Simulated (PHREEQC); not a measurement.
Consider water at 25 °C with 0.00036 mol/kgw H2SO4 and 0.0036 mol/kgw MnSO4. Closed to the air; pH follows from the charge balance.

Computed with PHREEQC (ion-association model, phreeqc.dat).

Question: The ionic strength comes out as 0.0125 mol/kgw. What activity coefficients do H+, SO4-2, Mn+2, HSO4- get?

Answer: H+ 0.91, SO4-2 0.64, Mn+2 0.65, HSO4- 0.89.

Precipitation was switched off in this run. Species that the database lacks are ignored.
